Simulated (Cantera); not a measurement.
Feed: 1 mol trisilylamine, 2.1 mol N₂, 62 mol H₂, held at 1298.15 K and 0.330 Torr.

Method: chemical equilibrium by Gibbs-energy minimisation in Cantera with the NASA 1993 tables (ideal gas, pure condensed phases). Candidate condensed phases: Si, Si₃N₄; 18 gas species. The feed counts by its element totals alone. Kinetics and transport are ignored.

Base state: H₂ 0.991, N₂ 0.00894, H 5.10e-5 (mole fractions); condensed: Si₃N₄(s).

**Question.** What changes in the equilibrium state with this change: temperature from 1298.15 K to 1450 K?

**Answer.** 
```json
[
 {"species": "H₂", "before": "0.991", "after": "0.962"},
 {"species": "N₂", "before": "0.00894", "after": "0.0376"},
 {"species": "H", "before": "5.10e-5", "after": "0.000442"},
 {"species": "Si₃N₄(s), mol", "before": "1.000", "after": "0"},
 {"species": "Si(s), mol", "before": "0", "after": "3.00"}
]
```
